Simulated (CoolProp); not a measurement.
Vapour-liquid equilibrium of propane (1) + n-pentane (2) at 35.75 °C; x and y are mole fractions of (1).

Values from CoolProp's multi-fluid Helmholtz-energy mixture model, Lemmon 2009 and Thol 2019; pair parameters Kunz 2012.

```tsv
x	bubble pressure, mixture model (MPa)	bubble pressure, Raoult's law (MPa)	y, mixture model	y, Raoult's law
0.05	0.1608	0.1572	0.391	0.394
0.125	0.2484	0.2427	0.623	0.639
0.2	0.3332	0.3282	0.733	0.756
0.275	0.4160	0.4136	0.799	0.824
0.35	0.4977	0.4991	0.843	0.869
0.425	0.5787	0.5846	0.875	0.901
0.5	0.6596	0.6700	0.900	0.925
0.575	0.7407	0.7555	0.920	0.944
0.65	0.8226	0.8410	0.937	0.958
0.725	0.9056	0.9264	0.952	0.970
0.8	0.9908	1.012	0.966	0.980
0.875	1.079	1.097	0.979	0.989
0.95	1.173	1.183	0.991	0.996
```

The largest gap from Raoult's law is +2.3 % in bubble pressure, at x = 0.125. No azeotrope shows between x = 0.05 and 0.95.

The pair parameters rest on a limited set of measurements; away from them the model extrapolates. The gap from Raoult's law changes sign with composition, which may be real or a fault of the pair parameters; it wasn't checked against measurements.
